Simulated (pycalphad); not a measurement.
Source of the numbers: pycalphad with the COST 507 light-alloy database (1999); pressure 1 atm. The data set is of 1999 and partly superseded. Phase fractions are per mole of atoms.

**Question.** Give the equilibrium state of Ti-0.16Hf-0.29B (at.%) at 1350 K.

**Answer.** 
```
T = 1350.00 K, P = 101325 Pa, N = 1 mol of atoms
G = -70699 J/mol, H = 35361 J/mol, S = 78.56 J/(mol K)  (SER reference)
chemical potentials (J/mol): Ti -70212, Hf -162456, B -187361
phase             fraction      x(Ti)      x(Hf)       x(B)
BCC_A2              0.9974     0.9968     0.0016     0.0016
BM                  0.0026     0.4999   0.000106     0.5000
```

**Question.** Give the equilibrium state of Ti-0.16Hf-0.29B (at.%) at 1850 K.

**Answer.** bcc, fraction 0.968, with 0.16 Hf, 0.15 B at.%; liquid, fraction 0.032, with 0.15 Hf, 4.6 B at.%.

Database names, with the compositions (at.%) that they take in these runs: BM: Ti 50 B 50. BCC_A2 is bcc.
